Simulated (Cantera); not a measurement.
**Hydrocarbon pyrolysis for carbon deposition**

An isothermal, constant-pressure homogeneous reactor starts with 0.990 % C2H6, 99.0 % N2, at 1723 K and 90.0 Torr.

Cantera simulation using GRI-Mech 3.0 (53 species, 325 reactions); the numbers are that mechanism's predictions, not measurements. GRI-Mech 3.0 stops at C3 and has no aromatics, soot or wall deposition, so with more carbon than oxygen in the feed, carbon stays in small species such as C2H2 where larger ones or solid carbon would form.

| t (s) | x C2H6 | x C2H2 | x C2H | x CH3 | x HCN | x H |
|---|---|---|---|---|---|---|
| 0.000900 | 1.72e-5 | 0.00699 | 1.13e-6 | 0.000704 | 2.64e-5 | 0.000380 |
| 0.00170 | 5.48e-6 | 0.00820 | 7.76e-7 | 0.000387 | 2.96e-5 | 0.000247 |
| 0.00322 | 2.36e-6 | 0.00875 | 5.45e-7 | 0.000241 | 3.14e-5 | 0.000170 |
| 0.00609 | 1.12e-6 | 0.00898 | 3.91e-7 | 0.000158 | 3.26e-5 | 0.000122 |
| 0.0115 | 5.59e-7 | 0.00908 | 2.88e-7 | 0.000108 | 3.34e-5 | 9.01e-5 |
| 0.0218 | 3.02e-7 | 0.00916 | 2.26e-7 | 7.72e-5 | 3.40e-5 | 7.09e-5 |
| 0.0413 | 1.86e-7 | 0.00922 | 1.97e-7 | 5.99e-5 | 3.45e-5 | 6.20e-5 |
| 0.0781 | 1.24e-7 | 0.00930 | 1.92e-7 | 4.89e-5 | 3.53e-5 | 6.07e-5 |
| 0.148 | 7.50e-8 | 0.00939 | 1.98e-7 | 3.82e-5 | 3.64e-5 | 6.27e-5 |
| 0.279 | 3.64e-8 | 0.00949 | 2.06e-7 | 2.67e-5 | 3.81e-5 | 6.56e-5 |
| 0.529 | 1.39e-8 | 0.00957 | 2.14e-7 | 1.66e-5 | 4.04e-5 | 6.85e-5 |
| 1.00 | 4.41e-9 | 0.00962 | 2.20e-7 | 9.37e-6 | 4.31e-5 | 7.07e-5 |
x: mole fraction; the columns are a selection and need not sum to one.

Equilibrium at this temperature and pressure: C2H6 <1e-12, C2H2 0.000932, C2H 2.21e-8, CH3 8.00e-8, HCN 0.0176, H 7.38e-5 (gas phase only).
